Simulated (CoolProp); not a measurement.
Values from CoolProp's reference Helmholtz-energy equation of state, Thol 2015.

Task: For octamethylcyclotetrasiloxane (D4), give the phase and the speed of sound (m/s), Joule-Thomson coefficient (K/MPa) at 609.1 K and 80.4 kPa; 609.1 K and 304 kPa; 609.1 K and 473 kPa.

Result: 
- 609.1 K and 80.4 kPa: gas; speed of sound 129, Joule-Thomson coefficient 7.61
- 609.1 K and 304 kPa: gas; speed of sound 122, Joule-Thomson coefficient 8.31
- 609.1 K and 473 kPa: gas; speed of sound 117, Joule-Thomson coefficient 8.97
